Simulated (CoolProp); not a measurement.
The fluid at 293.15 K and 0.597 MPa expands adiabatically to 0.0855 MPa with isentropic efficiency 0.8. The same conditions are run with several fluids, on thermodynamics alone (safety and materials aside).

Values from CoolProp's reference Helmholtz-energy equation of state of each fluid (C2F6 (R116): Lemmon 2006; sulfur hexafluoride: Guder 2009; methane: Setzmann 1991; dry air: Lemmon 2000; nitrogen: Span 2000). Blends and air are pseudo-pure fits.

```
fluid                work (kJ/kg)  final temperature (K)  final density (kg/m³)
-------------------  ------------  ---------------------  ---------------------
C2F6 (R116)                     …                  255.4                   5.64
sulfur hexafluoride          22.6                  251.3                      …
methane                       186                      …                      …
dry air                      99.9                  192.6                   1.55
nitrogen                      103                  192.7                      …
```

Problem. Fill in the missing entries.

Solution. 
- C2F6 (R116), work (kJ/kg): 24.3
- sulfur hexafluoride, final density (kg/m³): 6.08
- methane, final temperature (K): 204.0
- methane, final density (kg/m³): 0.813
- nitrogen, final density (kg/m³): 1.50
